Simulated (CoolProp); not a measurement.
Vapour-liquid equilibrium of carbon dioxide (1) + R124 (2) at -47.95 °C; x and y are mole fractions of (1).

The numbers come from the multi-fluid Helmholtz-energy mixture model, Span 1996 and de Vries 1995; pair parameters Bell 2016 in CoolProp.

### Question
Give the bubble pressure and the first vapour's composition at x = 0.8, 0.875, 0.95. Is there an azeotrope?

### Answer
x = 0.8: 0.5764 MPa, y = 0.992; x = 0.875: 0.6376 MPa, y = 0.996; x = 0.95: 0.6998 MPa, y = 0.998. No azeotrope shows between x = 0.05 and 0.95.

Pair parameters are fitted to limited data, so mixtures are less certain than the pure fluids. The gap from Raoult's law changes sign with composition, which may be real or a fault of the pair parameters; it wasn't checked against measurements.
